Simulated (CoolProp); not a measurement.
A simple Rankine cycle with n-octane: condensing at 326.15 K, boiler at 0.0377 MPa, turbine inlet 381.7 K, turbine efficiency 0.65, pump efficiency 0.8, no recuperator. Each further row changes one setting.

Values from CoolProp's reference Helmholtz-energy equation of state, Beckmüller 2019.

| case | thermal efficiency (%) | net work (kJ/kg) | heat in (kJ/kg) | turbine exit temperature (K) | volume ratio over the turbine |
|---|---|---|---|---|---|
| as stated | 6.1 | 27.4 | 451 | 366.9 | 4.79 |
| turbine inlet 401.7 K | 5.9 | 29.0 | 492 | 386.9 | 4.78 |
| condensing temperature 318.15 K | 7.2 | 33.7 | 469 | 363.6 | 6.91 |
| boiler pressure 0.0264 MPa | 4.8 | 21.5 | 451 | 370.3 | 3.36 |
| turbine efficiency 0.55 | 5.1 | 23.2 | 451 | 369.0 | 4.82 |
